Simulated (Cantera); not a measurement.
An isothermal, constant-pressure homogeneous reactor starts with CO : O2 : H2O : N2 = 0.0094 : 0.009 : 0.00075 : 1 (molar parts), at 1400 K and 1.50 bar. Integrator tolerance rtol = 1e-08.

Computed with Cantera and GRI-Mech 3.0 (53 species, 325 reactions).

Task: What does this change do: pressure from 1.50 bar to 0.130 bar?

Result: 
```json
[
 {"quantity": "x(CO) at 40.0 s", "before": "1.15e-7 (gas-phase equilibrium 1.15e-7)", "after": "6.33e-7 (gas-phase equilibrium 3.92e-7)"},
 {"quantity": "x(O2) at 40.0 s", "before": "0.00424 (gas-phase equilibrium 0.00418)", "after": "0.00423 (gas-phase equilibrium 0.00418)"},
 {"quantity": "x(H2O) at 40.0 s", "before": "0.000739 (gas-phase equilibrium 0.000739)", "after": "0.000738 (gas-phase equilibrium 0.000738)"},
 {"quantity": "x(NO) at 40.0 s", "before": "3.53e-6 (gas-phase equilibrium 0.000115)", "after": "7.39e-6 (gas-phase equilibrium 0.000115)"},
 {"quantity": "x(CO2) at 40.0 s", "before": "0.00927 (gas-phase equilibrium 0.00927)", "after": "0.00927 (gas-phase equilibrium 0.00927)"},
 {"quantity": "x(O) at 40.0 s", "before": "5.06e-8 (gas-phase equilibrium 5.03e-8)", "after": "2.71e-7 (gas-phase equilibrium 1.71e-7)"}
]
```

Task: What does this change do: CO 0.0094 to 0.077 parts?

Result: 
```csv
quantity,before,after
x(CO) at 40.0 s,1.15e-7 (gas-phase equilibrium 1.15e-7),0.0543 (gas-phase equilibrium 0.0543)
x(O2) at 40.0 s,0.00424 (gas-phase equilibrium 0.00418),<1e-12 (gas-phase equilibrium <1e-12)
x(H2O) at 40.0 s,0.000739 (gas-phase equilibrium 0.000739),0.000282 (gas-phase equilibrium 0.000283)
x(NO) at 40.0 s,3.53e-6 (gas-phase equilibrium 0.000115),7.17e-7 (gas-phase equilibrium 4.38e-10)
x(CO2) at 40.0 s,0.00927 (gas-phase equilibrium 0.00927),0.0171 (gas-phase equilibrium 0.0171)
x(O) at 40.0 s,5.06e-8 (gas-phase equilibrium 5.03e-8),<1e-12 (gas-phase equilibrium <1e-12)
```
